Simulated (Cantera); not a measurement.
Mixture: 17.9 % H2, 17.2 % O2, 64.9 % N2, at 6.00 bar, adiabatic and at constant pressure. Ignition delay is the time to a rise of 400 K.

Cantera simulation using the H2/O2 subset of GRI-Mech 3.0, which has no nitrogen chemistry; the numbers are that mechanism's predictions, not measurements. The hydrogen kinetics of GRI-Mech 3.0 are dated; newer H2 mechanisms differ, most at raised pressure. Where the delays flatten at high temperature, the 400 K rule measures the pace of heat release, not the induction time.

Question: Predict: delay at 1300 K; delay at 1450 K; delay at 1600 K; delay at 1750 K; delay at 1900 K.

Answer: 
```json
{
  "delay at 1300 K": "6.37 µs",
  "delay at 1450 K": "3.13 µs",
  "delay at 1600 K": "2.07 µs",
  "delay at 1750 K": "1.64 µs",
  "delay at 1900 K": "1.50 µs"
}
```
